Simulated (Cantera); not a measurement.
What does this Cantera script print?

```python
import numpy as np
import cantera as ct

gas = ct.Solution("gri30.yaml")
gas.TPX = 975, 2300, {'H2': 0.21, 'O2': 1, 'N2': 0.062}
reactor = ct.IdealGasConstPressureReactor(gas, energy="off", clone=False)
net = ct.ReactorNet([reactor])
net.rtol, net.atol = 1e-08, 1e-18
show = ['H2', 'O2', 'H2O', 'H', 'O', 'HO2']
times = np.geomspace(2e-05, 4, 12)

steps = ct.SolutionArray(gas, extra=["t"])
rows = []
print(f"{'t/s':>10s}{'T/K':>9s}{'P/Pa':>11s}" + "".join(f"{s:>11s}" for s in show))
for t in times:
    while net.time < t:
        t_next = net.step()
        steps.append(gas.state, t=t_next)
    rows.append([np.interp(t, steps.t, y) for y in (steps.T, steps.P, *steps(*show).X.T)])
    print(f"{t:10.3e}{rows[-1][0]:9.1f}{rows[-1][1]:11.4g}" + "".join(f"{x:11.3e}" for x in rows[-1][2:]))
rate = np.gradient(steps.T, steps.t)
print("integrator steps:", len(steps.t))
if steps.T.max() > steps.T[0] + 200:
    print(f"time of steepest temperature rise: {steps.t[rate.argmax()]:.4e} s")
gas.TPX = 975, 2300, {'H2': 0.21, 'O2': 1, 'N2': 0.062}
gas.equilibrate("TP")
print(f"equilibrium (TP): T = {gas.T:.1f} K  " + "  ".join(f"{s} {gas[s].X[0]:.3e}" for s in show))
```

It prints:

```
       t/s      T/K       P/Pa         H2         O2        H2O          H          O        HO2
 2.000e-05    975.0       2300  1.651e-01  7.862e-01  5.559e-13  2.031e-11  1.728e-12  2.160e-11
 6.067e-05    975.0       2300  1.651e-01  7.862e-01  1.078e-11  6.161e-11  1.396e-11  6.589e-11
 1.840e-04    975.0       2300  1.651e-01  7.862e-01  1.908e-10  2.649e-10  1.181e-10  2.042e-10
 5.582e-04    975.0       2300  1.651e-01  7.862e-01  7.868e-09  5.332e-09  2.937e-09  8.015e-10
 1.693e-03    975.0       2300  1.650e-01  7.861e-01  4.218e-05  2.640e-05  1.468e-05  9.992e-07
 5.136e-03    975.0       2300  6.529e-03  7.486e-01  1.587e-01  1.756e-02  1.355e-02  2.591e-05
 1.558e-02    975.0       2300  4.921e-04  7.660e-01  1.790e-01  1.578e-04  8.325e-04  1.221e-05
 4.725e-02    975.0       2300  5.633e-05  7.668e-01  1.798e-01  3.999e-06  7.482e-05  2.841e-06
 1.433e-01    975.0       2300  6.370e-06  7.669e-01  1.799e-01  1.989e-07  1.001e-05  5.353e-07
 4.347e-01    975.0       2300  6.137e-07  7.669e-01  1.799e-01  1.463e-08  1.775e-06  1.054e-07
 1.319e+00    975.0       2300  7.448e-08  7.669e-01  1.799e-01  1.554e-09  4.029e-07  2.510e-08
 4.000e+00    975.0       2300  1.574e-08  7.669e-01  1.799e-01  2.151e-10  1.084e-07  7.049e-09
integrator steps: 1508
equilibrium (TP): T = 975.0 K  H2 5.551e-11  O2 7.669e-01  H2O 1.799e-01  H 5.656e-14  O 4.193e-10  HO2 8.527e-10
```

Computed with Cantera and GRI-Mech 3.0 (53 species, 325 reactions). Radical loss at walls, strong at low pressure, is not modelled. The temperature is held fixed by assumption; the heat of reaction is taken as removed at once.
